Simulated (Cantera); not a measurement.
An isothermal, constant-pressure homogeneous reactor starts with 5.88 % CH4, 94.1 % N2, at 2000 K and 0.0263 atm.

Model: GRI-Mech 3.0 (53 species, 325 reactions), integrated in Cantera. GRI-Mech 3.0 stops at C3 and has no aromatics, soot or wall deposition, so with more carbon than oxygen in the feed, carbon stays in small species such as C2H2 where larger ones or solid carbon would form. Radical loss at walls, strong at low pressure, is not modelled.

Task: Predict: x(CH4) at 60.0 s; x(CH3) at 60.0 s; x(CH2) at 60.0 s; x(C2H4) at 60.0 s; x(H) at 60.0 s; x(HCN) at 60.0 s.

Result: 
```
Property                                             Value
-----------------  ---------------------------------------
x(CH4) at 60.0 s   3.33e-7 (gas-phase equilibrium 6.75e-7)
x(CH3) at 60.0 s   2.30e-7 (gas-phase equilibrium 4.66e-7)
x(CH2) at 60.0 s   1.05e-8 (gas-phase equilibrium 2.12e-8)
x(C2H4) at 60.0 s  4.03e-7 (gas-phase equilibrium 7.37e-8)
x(H) at 60.0 s     0.00287 (gas-phase equilibrium 0.00287)
x(HCN) at 60.0 s   0.000297 (gas-phase equilibrium 0.0453)
```
